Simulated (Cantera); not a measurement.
# AlCl3 + O2 + N2 (aluminium nitride and oxide growth)

Charge: 1 mol AlCl3, 3.6 mol O2, 19 mol N2, held at 13.3 mbar.

These are equilibrium values from Cantera (NASA tables, ideal gas, pure condensed phases), not measurements of a reactor. Candidate condensed phases: Al, AlCl3, AlN, Al2O3; 24 gas species. The numbers say what is thermodynamically allowed, not how fast it happens.

From 1252 °C to 1852 °C the condensed part is Al2O3(s). The main Al-bearing gas is AlCl3 at 1252 °C and AlOCl at 1852 °C.

| T (°C) | x N2 | x Cl | x O2 | x Cl2 | x NO | x O | x ClO | x AlOCl | n Al2O3(s) |
|---|---|---|---|---|---|---|---|---|---|
| 1252 | 0.779 | 0.0837 | 0.116 | 0.0196 | 0.00102 | 1.67e-5 | 7.85e-5 | 1.75e-8 | 0.500 |
| 1302 | 0.774 | 0.0952 | 0.116 | 0.0135 | 0.00128 | 3.15e-5 | 8.38e-5 | 4.80e-8 | 0.500 |
| 1352 | 0.771 | 0.104 | 0.115 | 0.00889 | 0.00157 | 5.71e-5 | 8.62e-5 | 1.19e-7 | 0.500 |
| 1402 | 0.768 | 0.110 | 0.114 | 0.00570 | 0.00192 | 0.000100 | 8.62e-5 | 2.74e-7 | 0.500 |
| 1452 | 0.766 | 0.114 | 0.114 | 0.00361 | 0.00231 | 0.000170 | 8.47e-5 | 5.85e-7 | 0.500 |
| 1502 | 0.765 | 0.116 | 0.113 | 0.00229 | 0.00276 | 0.000279 | 8.24e-5 | 1.18e-6 | 0.500 |
| 1552 | 0.764 | 0.118 | 0.113 | 0.00147 | 0.00326 | 0.000447 | 7.96e-5 | 2.28e-6 | 0.500 |
| 1602 | 0.763 | 0.119 | 0.112 | 0.000957 | 0.00382 | 0.000699 | 7.67e-5 | 4.23e-6 | 0.500 |
| 1652 | 0.762 | 0.119 | 0.112 | 0.000633 | 0.00444 | 0.00107 | 7.38e-5 | 7.56e-6 | 0.500 |
| 1702 | 0.762 | 0.120 | 0.111 | 0.000426 | 0.00511 | 0.00159 | 7.09e-5 | 1.31e-5 | 0.500 |
| 1752 | 0.761 | 0.120 | 0.110 | 0.000292 | 0.00584 | 0.00233 | 6.82e-5 | 2.20e-5 | 0.500 |
| 1802 | 0.760 | 0.120 | 0.110 | 0.000203 | 0.00663 | 0.00334 | 6.56e-5 | 3.60e-5 | 0.499 |
| 1852 | 0.759 | 0.120 | 0.108 | 0.000143 | 0.00746 | 0.00471 | 6.30e-5 | 5.74e-5 | 0.499 |
x: gas mole fraction; n: condensed amount in mol.
